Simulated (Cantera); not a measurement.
An isothermal, constant-pressure homogeneous reactor starts with H2 : O2 : N2 = 0.017 : 1 : 0.45 (molar parts), at 975 K and 20.0 Torr.

Model: GRI-Mech 3.0 (53 species, 325 reactions), integrated in Cantera. Radical loss at walls, strong at low pressure, is not modelled.

One state of this run: x H2 = 1.66e-9; x O2 = 0.680; x O = 1.34e-7; x N2O = 3.08e-9; x H = 8.97e-11; x NO = 8.61e-9. x: mole fraction; the columns are a selection and need not sum to one.

Question: Which value of t (s) does it belong to?
A. 9.63
B. 0.0483
C. 27.8
D. 0.00202

Answer: A, 9.63
